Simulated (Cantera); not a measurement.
Charge: 1 mol Cr, 0.44 mol O₂, 3 mol N₂, equilibrated at 9.60 Pa.

Equilibrium computed with Cantera from the NASA thermochemical tables; the gas is ideal and each condensed phase is pure. Candidate condensed phases: Cr, CrN, Cr₂N, Cr₂O₃; 14 gas species. The numbers say what is thermodynamically allowed, not how fast it happens.

x: gas mole fraction; nothing condenses.

| T (K) | x N₂ | x Cr | x O | x CrO | x O₂ |
|---|---|---|---|---|---|
| 2500 | 0.639 | 0.183 | 0.135 | 0.0289 | ___ |
| 2525 | 0.635 | 0.187 | 0.142 | 0.0246 | ___ |
| 2550 | 0.631 | 0.190 | 0.147 | 0.0209 | ___ |
| 2575 | 0.629 | 0.192 | 0.152 | 0.0176 | ___ |
| 2600 | 0.626 | 0.194 | 0.157 | 0.0148 | ___ |
| 2625 | 0.624 | 0.196 | 0.160 | 0.0124 | ___ |
| 2650 | 0.622 | 0.198 | 0.163 | 0.0103 | ___ |
| 2675 | 0.621 | 0.199 | 0.166 | 0.00864 | ___ |
| 2700 | 0.620 | 0.200 | 0.168 | 0.00722 | ___ |
| 2725 | 0.619 | 0.201 | 0.170 | 0.00603 | ___ |
| 2750 | 0.618 | 0.201 | 0.171 | 0.00505 | ___ |

### Question
What belongs in the gaps?

### Answer

- 2500, x O₂: 0.00837
- 2525, x O₂: 0.00720
- 2550, x O₂: 0.00613
- 2575, x O₂: 0.00518
- 2600, x O₂: 0.00435
- 2625, x O₂: 0.00363
- 2650, x O₂: 0.00302
- 2675, x O₂: 0.00251
- 2700, x O₂: 0.00208
- 2725, x O₂: 0.00172
- 2750, x O₂: 0.00143
